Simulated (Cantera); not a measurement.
## Gas activation for diamond growth

An isothermal, constant-pressure homogeneous reactor starts with CH4 : H2 : N2 : H2O = 0.034 : 1 : 0.00011 : 0.01 (molar parts), at 1675 K and 0.0967 atm.

Cantera simulation using GRI-Mech 3.0 (53 species, 325 reactions); the numbers are that mechanism's predictions, not measurements. GRI-Mech 3.0 stops at C3 and has no aromatics, soot or wall deposition, so with more carbon than oxygen in the feed, carbon stays in small species such as C2H2 where larger ones or solid carbon would form.

| t (s) | x CH4 | x H2 | x C2H | x C2H6 | x H |
|---|---|---|---|---|---|
| 6.00e-5 | 0.0326 | 0.958 | <1e-12 | 3.59e-11 | 3.07e-6 |
| 0.000226 | 0.0326 | 0.958 | <1e-12 | 1.67e-9 | 1.16e-5 |
| 0.000848 | 0.0325 | 0.958 | <1e-12 | 5.76e-8 | 4.35e-5 |
| 0.00319 | 0.0324 | 0.958 | <1e-12 | 8.94e-7 | 0.000153 |
| 0.0120 | 0.0320 | 0.958 | 1.56e-10 | 3.03e-6 | 0.000318 |
| 0.0451 | 0.0305 | 0.958 | 1.44e-9 | 2.94e-6 | 0.000332 |
| 0.169 | 0.0257 | 0.961 | 5.47e-9 | 2.13e-6 | 0.000337 |
| 0.637 | 0.0161 | 0.966 | 1.40e-8 | 8.66e-7 | 0.000348 |
| 2.39 | 0.00668 | 0.971 | 2.24e-8 | 1.63e-7 | 0.000361 |
| 9.00 | 0.00290 | 0.974 | 2.48e-8 | 3.83e-8 | 0.000368 |
x: mole fraction; the columns are a selection and need not sum to one.

Equilibrium at this temperature and pressure: CH4 0.00150, H2 0.979, C2H 1.89e-8, C2H6 1.44e-8, H 0.000369 (gas phase only).
